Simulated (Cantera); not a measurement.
Charge: 1 mol FeS, 1 mol H₂, 0.081 mol H₂O, at 875 °C and 2.10 mbar.

Equilibrium computed with Cantera from the NASA thermochemical tables; the gas is ideal and each condensed phase is pure. Candidate condensed phases: Fe, FeO, Fe(OH)₂, Fe(OH)₃, FeS, FeSO₄, FeS₂, Fe₂O₃, Fe₂(SO₄)₃, Fe₃O₄, H₂O, H₂SO₄, S; 22 gas species. Mutual solubility and eutectic melting of coexisting phases are not modelled. FeS: taken at fixed stoichiometry. The numbers say what is thermodynamically allowed, not how fast it happens.

**Question.** What is the equilibrium state?

**Answer.** 
| Item | Value |
|---|---|
| x(H₂) | 0.922 |
| x(H₂O) | 0.0749 |
| x(H₂S) | 0.00287 |
| x(SH) | 5.07e-6 |
| x(S₂) | 4.10e-6 |
| x(H) | 1.51e-6 |
| n(Fe(α)) | 0.00312 mol |
| n(FeS(s)) | 0.997 mol |
| gas amount | 1.081 mol |
| log10 activity of S(l) (absent) | -4.74 |
| log10 activity of Fe(OH)₂(s) (absent) | -9.43 |
| log10 activity of Fe(OH)₃(s) (absent) | -16.67 |
